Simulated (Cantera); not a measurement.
**Equilibrium for silicates and aluminates: SiO2 + MgCl2 + O2**

A closed system holds: 1 mol SiO2, 1.8 mol MgCl2, 0.23 mol O2, at 1798 K and 18.0 mbar.

Method: chemical equilibrium by Gibbs-energy minimisation in Cantera with the NASA 1993 tables (ideal gas, pure condensed phases). Candidate condensed phases: Mg, MgCl2, MgO, MgSiO3, Mg2SiO4, Si, SiO2; 20 gas species. Mutual solubility and eutectic melting of coexisting phases are not modelled. The tables hold silica as quartz up to 1696 K and as liquid above; real silica turns to tridymite and cristobalite and melts near 1996 K. Condensed phases not in the tables: alloys, solid solutions and most ternary compounds. Kinetics and transport are ignored.

```
Property                              Value
--------------------------------  ---------
x(MgCl2)                              0.624
x(Cl)                                 0.347
x(Cl2)                               0.0221
x(O2)                               0.00695
x(O)                                7.42e-5
x(ClO)                              6.92e-5
x(MgCl)                             4.28e-6
x(SiCl4)                            1.22e-6
n(MgSiO3(s))                      0.429 mol
n(SiO2(condensed))                0.571 mol
gas amount                        2.196 mol
log10 activity of Mg(l) (absent)     -10.60
log10 activity of Si(l) (absent)     -13.23
```
